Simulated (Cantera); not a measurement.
# Moist CO burnout

An isothermal, constant-pressure homogeneous reactor starts with 1.53 % CO, 0.238 % O2, 2.86 % H2O, 95.4 % N2, equivalence ratio 3.2, at 1250 K and 83000 Pa.

Detailed kinetics in Cantera: GRI-Mech 3.0 (53 species, 325 reactions).

```csv
t (s),x CO,x O2,x H2O,x O,x NO
1.00e-5,0.0153,0.00238,0.0286,3.11e-11,<1e-12
4.68e-5,0.0153,0.00238,0.0286,1.32e-10,<1e-12
0.000219,0.0153,0.00238,0.0286,5.01e-10,<1e-12
0.00102,0.0153,0.00238,0.0286,8.61e-9,<1e-12
0.00478,0.0119,0.00143,0.0269,0.000124,4.36e-8
0.0224,0.00479,1.12e-6,0.0229,4.73e-7,3.20e-7
0.105,0.00454,3.05e-8,0.0227,1.39e-8,3.19e-7
0.489,0.00450,1.24e-9,0.0227,5.67e-10,3.03e-7
2.29,0.00450,5.20e-11,0.0227,2.37e-11,2.35e-7
10.7,0.00449,2.47e-12,0.0227,1.16e-12,1.29e-7
50.0,0.00449,<1e-12,0.0227,<1e-12,5.09e-8
```
x: mole fraction; the columns are a selection and need not sum to one.

Equilibrium at this temperature and pressure: CO 0.00449, O2 <1e-12, H2O 0.0227, O <1e-12, NO 9.78e-11 (gas phase only).
